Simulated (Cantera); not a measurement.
An adiabatic, constant-volume homogeneous reactor starts with CO : H₂ : CH₄ : O₂ : N₂ = 1 : 0.15 : 0.092 : 0.914 : 3.44 (molar parts), at 1498 K and 1200000 Pa. Integrator tolerance rtol = 1e-08.

Model: GRI-Mech 3.0 (53 species, 325 reactions), integrated in Cantera. The pressure lies above the range GRI-Mech 3.0 was tuned for (to about 10 atm). Above 3000 K some thermodynamic fits are extrapolated.

**Question.** What does this change do: O2 0.914 to 0.32 parts?

**Answer.** 
```
quantity                                                            before                                      after
---------------------------------  ---------------------------------------  -----------------------------------------
time of steepest temperature rise                                  6.69 µs                                    25.6 µs
temperature at 9.00 s                                               3050 K                                     2497 K
equilibrium temperature                                             3050 K                                     2497 K
x(CO) at 9.00 s                      0.0594 (gas-phase equilibrium 0.0594)        0.161 (gas-phase equilibrium 0.161)
x(H₂) at 9.00 s                    0.00283 (gas-phase equilibrium 0.00283)      0.0197 (gas-phase equilibrium 0.0197)
x(CH₄) at 9.00 s                     <1e-12 (gas-phase equilibrium <1e-12)  3.24e-11 (gas-phase equilibrium 3.51e-11)
x(O) at 9.00 s                     0.00595 (gas-phase equilibrium 0.00595)    1.07e-5 (gas-phase equilibrium 1.07e-5)
x(H₂O) at 9.00 s                     0.0534 (gas-phase equilibrium 0.0534)      0.0483 (gas-phase equilibrium 0.0483)
x(CH₃) at 9.00 s                     <1e-12 (gas-phase equilibrium <1e-12)  2.34e-11 (gas-phase equilibrium 2.53e-11)
```

**Question.** What does this change do: initial temperature 1498 to 1150 K?

**Answer.** 
```json
[
 {"quantity": "time of steepest temperature rise", "before": "6.69 µs", "after": "0.199 ms"},
 {"quantity": "temperature at 9.00 s", "before": "3050 K", "after": "2942 K"},
 {"quantity": "equilibrium temperature", "before": "3050 K", "after": "2942 K"},
 {"quantity": "x(CO) at 9.00 s", "before": "0.0594 (gas-phase equilibrium 0.0594)", "after": "0.0429 (gas-phase equilibrium 0.0429)"},
 {"quantity": "x(H₂) at 9.00 s", "before": "0.00283 (gas-phase equilibrium 0.00283)", "after": "0.00200 (gas-phase equilibrium 0.00200)"},
 {"quantity": "x(CH₄) at 9.00 s", "before": "<1e-12 (gas-phase equilibrium <1e-12)", "after": "<1e-12 (gas-phase equilibrium <1e-12)"},
 {"quantity": "x(O) at 9.00 s", "before": "0.00595 (gas-phase equilibrium 0.00595)", "after": "0.00348 (gas-phase equilibrium 0.00348)"},
 {"quantity": "x(H₂O) at 9.00 s", "before": "0.0534 (gas-phase equilibrium 0.0534)", "after": "0.0571 (gas-phase equilibrium 0.0571)"},
 {"quantity": "x(CH₃) at 9.00 s", "before": "<1e-12 (gas-phase equilibrium <1e-12)", "after": "<1e-12 (gas-phase equilibrium <1e-12)"}
]
```
